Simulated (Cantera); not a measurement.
A Cantera script and its output.

```python
import numpy as np
import cantera as ct

gas = ct.Solution("gri30.yaml")
gas.TPX = 1800, 13332, {'CH4': 0.038, 'H2': 1}
reactor = ct.IdealGasConstPressureReactor(gas, energy="off", clone=False)
net = ct.ReactorNet([reactor])
net.rtol, net.atol = 1e-08, 1e-18
show = ['CH4', 'H2', 'C2H', 'C2H2', 'C2H4']
times = np.geomspace(0.0003, 200, 10)

steps = ct.SolutionArray(gas, extra=["t"])
rows = []
print(f"{'t/s':>10s}{'T/K':>9s}{'P/Pa':>11s}" + "".join(f"{s:>11s}" for s in show))
for t in times:
    while net.time < t:
        t_next = net.step()
        steps.append(gas.state, t=t_next)
    rows.append([np.interp(t, steps.t, y) for y in (steps.T, steps.P, *steps(*show).X.T)])
    print(f"{t:10.3e}{rows[-1][0]:9.1f}{rows[-1][1]:11.4g}" + "".join(f"{x:11.3e}" for x in rows[-1][2:]))
rate = np.gradient(steps.T, steps.t)
print("integrator steps:", len(steps.t))
if steps.T.max() > steps.T[0] + 200:
    print(f"time of steepest temperature rise: {steps.t[rate.argmax()]:.4e} s")
gas.TPX = 1800, 13332, {'CH4': 0.038, 'H2': 1}
gas.equilibrate("TP")
print(f"equilibrium (TP): T = {gas.T:.1f} K  " + "  ".join(f"{s} {gas[s].X[0]:.3e}" for s in show))
```

Output:

```
       t/s      T/K       P/Pa        CH4         H2        C2H       C2H2       C2H4
 3.000e-04   1800.0  1.333e+04  3.650e-02  9.633e-01  2.725e-14  2.240e-08  5.494e-07
 1.331e-03   1800.0  1.333e+04  3.609e-02  9.629e-01  7.580e-11  1.583e-05  3.109e-05
 5.906e-03   1800.0  1.333e+04  3.385e-02  9.636e-01  7.275e-09  9.133e-04  1.023e-04
 2.621e-02   1800.0  1.333e+04  2.615e-02  9.677e-01  3.837e-08  4.721e-03  7.506e-05
 1.163e-01   1800.0  1.333e+04  1.272e-02  9.747e-01  9.539e-08  1.134e-02  4.920e-05
 5.160e-01   1800.0  1.333e+04  3.805e-03  9.794e-01  1.359e-07  1.573e-02  4.903e-05
 2.289e+00   1800.0  1.333e+04  1.214e-03  9.807e-01  1.482e-07  1.700e-02  5.168e-05
 1.016e+01   1800.0  1.333e+04  9.777e-04  9.809e-01  1.493e-07  1.712e-02  5.198e-05
 4.507e+01   1800.0  1.333e+04  9.776e-04  9.809e-01  1.493e-07  1.712e-02  5.198e-05
 2.000e+02   1800.0  1.333e+04  9.776e-04  9.809e-01  1.493e-07  1.712e-02  5.198e-05
integrator steps: 887
equilibrium (TP): T = 1800.0 K  CH4 9.776e-04  H2 9.809e-01  C2H 1.493e-07  C2H2 1.712e-02  C2H4 5.198e-05
```

Detailed kinetics in Cantera: GRI-Mech 3.0 (53 species, 325 reactions). GRI-Mech 3.0 stops at C3 and has no aromatics, soot or wall deposition, so with more carbon than oxygen in the feed, carbon stays in small species such as C2H2 where larger ones or solid carbon would form.
